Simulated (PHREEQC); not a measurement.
A column of 0.5 m (40 cells, dispersivity 0.025 m, 300 s a shift, diffusion coefficient 3e-10 m²/s) holds 0.0084 eq of the database's cation exchanger X per kg of pore water, first in equilibrium with 0.038 mol/kgw MgSO4, 0.002 mol/kgw MnCl2 and 1e-05 mol/kgw HCl. It is flushed with 0.005 mol CdCl2 and 1e-05 mol HCl per kg of water, at 15 °C. Values are for the last cell. The system is closed to CO2. Precipitation was switched off in this run.

The series has 33 steps of pore volumes, from 0 to 4.013.

Computed with PHREEQC (ion-association model, phreeqc.dat).

**Question.** After how many pore volumes does Cd at the outlet first reach half of its feed value?

**Answer.** By 1.9 pore volumes.

Complexes and solids missing from the database can't appear.
